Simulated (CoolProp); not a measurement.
Vapour pressure (MPa) of R1224YDZ: the reference equation beside estimates from Tc = 428.7 K, pc = 3.334 MPa, ω = 0.325. Clausius-Clapeyron is anchored at 308.8 K with a constant enthalpy of vaporisation of 23.62 kJ/mol.

The numbers come from the reference Helmholtz-energy equation of state, Akasaka 2023 in CoolProp.

```json
[
 {"T (K)": "308.8", "reference": "0.2119", "Lee-Kesler": "0.2121", "Clausius-Clapeyron": "0.2119", "van der Waals": "0.7722", "Redlich-Kwong": "0.3695", "Soave-Redlich-Kwong": "0.2119"},
 {"T (K)": "315.2", "reference": "0.2599", "Lee-Kesler": "0.2604", "Clausius-Clapeyron": "0.2555", "van der Waals": "0.8548", "Redlich-Kwong": "0.4355", "Soave-Redlich-Kwong": "0.2603"},
 {"T (K)": "321.6", "reference": "0.3158", "Lee-Kesler": "0.3165", "Clausius-Clapeyron": "0.3057", "van der Waals": "0.9429", "Redlich-Kwong": "0.5095", "Soave-Redlich-Kwong": "0.3167"},
 {"T (K)": "327.9", "reference": "0.3793", "Lee-Kesler": "0.3803", "Clausius-Clapeyron": "0.3622", "van der Waals": "1.035", "Redlich-Kwong": "0.5906", "Soave-Redlich-Kwong": "0.3809"},
 {"T (K)": "334.3", "reference": "0.4533", "Lee-Kesler": "0.4546", "Clausius-Clapeyron": "0.4276", "van der Waals": "1.134", "Redlich-Kwong": "0.6818", "Soave-Redlich-Kwong": "0.4558"},
 {"T (K)": "340.7", "reference": "0.5376", "Lee-Kesler": "0.5392", "Clausius-Clapeyron": "0.5016", "van der Waals": "1.240", "Redlich-Kwong": "0.7823", "Soave-Redlich-Kwong": "0.5414"},
 {"T (K)": "347", "reference": "0.6316", "Lee-Kesler": "0.6334", "Clausius-Clapeyron": "0.5836", "van der Waals": "1.349", "Redlich-Kwong": "0.8908", "Soave-Redlich-Kwong": "0.6370"},
 {"T (K)": "353.4", "reference": "0.7391", "Lee-Kesler": "0.7411", "Clausius-Clapeyron": "0.6768", "van der Waals": "1.466", "Redlich-Kwong": "1.011", "Soave-Redlich-Kwong": "0.7465"},
 {"T (K)": "359.8", "reference": "0.8598", "Lee-Kesler": "0.8618", "Clausius-Clapeyron": "0.7809", "van der Waals": "1.590", "Redlich-Kwong": "1.142", "Soave-Redlich-Kwong": "0.8696"},
 {"T (K)": "366.1", "reference": "0.9924", "Lee-Kesler": "0.9944", "Clausius-Clapeyron": "0.8946", "van der Waals": "1.717", "Redlich-Kwong": "1.282", "Soave-Redlich-Kwong": "1.005"},
 {"T (K)": "372.5", "reference": "1.142", "Lee-Kesler": "1.144", "Clausius-Clapeyron": "1.022", "van der Waals": "1.853", "Redlich-Kwong": "1.435", "Soave-Redlich-Kwong": "1.158"},
 {"T (K)": "378.9", "reference": "1.308", "Lee-Kesler": "1.310", "Clausius-Clapeyron": "1.163", "van der Waals": "1.996", "Redlich-Kwong": "1.601", "Soave-Redlich-Kwong": "1.327"},
 {"T (K)": "385.2", "reference": "1.489", "Lee-Kesler": "1.491", "Clausius-Clapeyron": "1.314", "van der Waals": "2.142", "Redlich-Kwong": "1.775", "Soave-Redlich-Kwong": "1.511"},
 {"T (K)": "391.6", "reference": "1.691", "Lee-Kesler": "1.693", "Clausius-Clapeyron": "1.483", "van der Waals": "2.298", "Redlich-Kwong": "1.965", "Soave-Redlich-Kwong": "1.717"}
]
```

Absolute difference from the reference over all 14 rows, mean and median: Lee-Kesler 0.2 and 0.2 %, Clausius-Clapeyron 7.3 and 8.0 %, van der Waals 122.1 and 106.0 %, Redlich-Kwong 41.3 and 38.9 %, Soave-Redlich-Kwong 0.9 and 0.9 %.
